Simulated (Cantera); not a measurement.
What does this Cantera script print?

```python
import numpy as np
import cantera as ct

gas = ct.Solution("h2o2.yaml")
gas.TPX = 1350, 1333, {'H2': 0.011, 'O2': 1}
reactor = ct.IdealGasConstPressureReactor(gas, energy="off", clone=False)
net = ct.ReactorNet([reactor])
net.rtol, net.atol = 1e-08, 1e-18
show = ['H2', 'O2', 'HO2', 'H', 'H2O', 'O']
times = np.geomspace(4e-05, 7, 12)

steps = ct.SolutionArray(gas, extra=["t"])
rows = []
print(f"{'t/s':>10s}{'T/K':>9s}{'P/Pa':>11s}" + "".join(f"{s:>11s}" for s in show))
for t in times:
    while net.time < t:
        t_next = net.step()
        steps.append(gas.state, t=t_next)
    rows.append([np.interp(t, steps.t, y) for y in (steps.T, steps.P, *steps(*show).X.T)])
    print(f"{t:10.3e}{rows[-1][0]:9.1f}{rows[-1][1]:11.4g}" + "".join(f"{x:11.3e}" for x in rows[-1][2:]))
rate = np.gradient(steps.T, steps.t)
print("integrator steps:", len(steps.t))
if steps.T.max() > steps.T[0] + 200:
    print(f"time of steepest temperature rise: {steps.t[rate.argmax()]:.4e} s")
gas.TPX = 1350, 1333, {'H2': 0.011, 'O2': 1}
gas.equilibrate("TP")
print(f"equilibrium (TP): T = {gas.T:.1f} K  " + "  ".join(f"{s} {gas[s].X[0]:.3e}" for s in show))
```

Output:

```
       t/s      T/K       P/Pa         H2         O2        HO2          H        H2O          O
 4.000e-05   1350.0       1333  1.088e-02  9.891e-01  4.909e-09  2.476e-09  1.578e-10  2.587e-09
 1.199e-04   1350.0       1333  1.088e-02  9.891e-01  1.471e-08  4.044e-09  2.548e-09  1.320e-08
 3.592e-04   1350.0       1333  1.088e-02  9.891e-01  4.408e-08  1.009e-08  3.610e-08  7.007e-08
 1.076e-03   1350.0       1333  1.088e-02  9.891e-01  1.325e-07  9.982e-08  9.175e-07  9.490e-07
 3.226e-03   1350.0       1333  9.964e-03  9.883e-01  6.096e-07  6.164e-05  6.567e-04  5.940e-04
 9.666e-03   1350.0       1333  4.848e-05  9.789e-01  5.381e-07  3.679e-04  1.001e-02  9.399e-03
 2.897e-02   1350.0       1333  4.440e-05  9.795e-01  5.210e-07  3.351e-04  1.005e-02  8.865e-03
 8.680e-02   1350.0       1333  3.781e-05  9.809e-01  4.808e-07  2.610e-04  1.015e-02  7.487e-03
 2.601e-01   1350.0       1333  2.476e-05  9.837e-01  3.859e-07  1.360e-04  1.035e-02  4.825e-03
 7.795e-01   1350.0       1333  9.887e-06  9.869e-01  2.298e-07  3.357e-05  1.061e-02  1.888e-03
 2.336e+00   1350.0       1333  2.265e-06  9.885e-01  8.935e-08  3.629e-06  1.079e-02  4.263e-04
 7.000e+00   1350.0       1333  3.911e-07  9.889e-01  2.729e-08  2.592e-07  1.088e-02  7.319e-05
integrator steps: 1334
equilibrium (TP): T = 1350.0 K  H2 1.955e-08  O2 9.890e-01  HO2 2.123e-08  H 2.906e-09  H2O 1.093e-02  O 3.658e-06
```

Computed with Cantera and the H2/O2 subset of GRI-Mech 3.0, which has no nitrogen chemistry. Radical loss at walls, strong at low pressure, is not modelled.
